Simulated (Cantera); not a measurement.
Mixture: 20.8 % CO, 7.29 % H2, 11.7 % O2, 53.9 % N2, 6.25 % H2O, at 1.00 bar, adiabatic and at constant pressure. Ignition delay is the time to a rise of 400 K.

Cantera simulation using GRI-Mech 3.0 (53 species, 325 reactions); the numbers are that mechanism's predictions, not measurements. Below about 950 K walls govern HO2 and H2O2 in real vessels. Where the delays flatten at high temperature, the 400 K rule measures the pace of heat release, not the induction time.

### Question
Predict: delay at 925 K; delay at 1025 K; delay at 1125 K; delay at 1225 K; delay at 1325 K; delay at 1425 K.

### Answer
- delay at 925 K: 30.9 ms
- delay at 1025 K: 0.551 ms
- delay at 1125 K: 0.149 ms
- delay at 1225 K: 83.3 µs
- delay at 1325 K: 58.4 µs
- delay at 1425 K: 46.8 µs
